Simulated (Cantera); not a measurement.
## Iron carbonyl, mercury and lead vapours: Hg + O2 + N2

Feed: 1 mol Hg, 0.17 mol O2, 81 mol N2, equilibrated at 825 K and 26000 Pa.

These are equilibrium values from Cantera (NASA tables, ideal gas, pure condensed phases), not measurements of a reactor. Candidate condensed phases: Hg, HgO; 10 gas species. Kinetics and transport are ignored.

| Item | Result |
|---|---|
| x(N2) | 0.986 |
| x(Hg) | 0.0122 |
| x(O2) | 0.00207 |
| gas amount | 82.17 mol |
| log10 activity of Hg(l) (absent) | -3.65 |
